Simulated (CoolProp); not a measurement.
Properties of 1,2-dichloroethane along the isotherm 500 K (Tc = 561.6 K, pc = 5.226 MPa, ω = 0.269).

Computed with CoolProp (reference Helmholtz-energy equation of state, Thol 2015).

| p (MPa) | phase | cp (kJ/(kg K)) | isothermal compressibility (1/MPa) | expansivity (1/kK) |
|---|---|---|---|---|
| 2.01 | gas | 1.288 | 0.7115 | 5.009 |
| 4.02 | liquid | 1.676 | 0.008804 | 3.104 |
| 6.03 | liquid | 1.630 | 0.007350 | 2.766 |
| 8.04 | liquid | 1.597 | 0.006345 | 2.522 |
| 10.1 | liquid | 1.571 | 0.005588 | 2.331 |
| 12.1 | liquid | 1.551 | 0.005021 | 2.184 |
| 14.1 | liquid | 1.534 | 0.004568 | 2.062 |
| 16.1 | liquid | 1.520 | 0.004196 | 1.960 |
| 18.1 | liquid | 1.508 | 0.003885 | 1.872 |
| 20.1 | liquid | 1.497 | 0.003620 | 1.795 |
| 22.1 | liquid | 1.488 | 0.003392 | 1.728 |
| 24.1 | liquid | 1.480 | 0.003193 | 1.667 |
| 26.1 | liquid | 1.472 | 0.003017 | 1.613 |
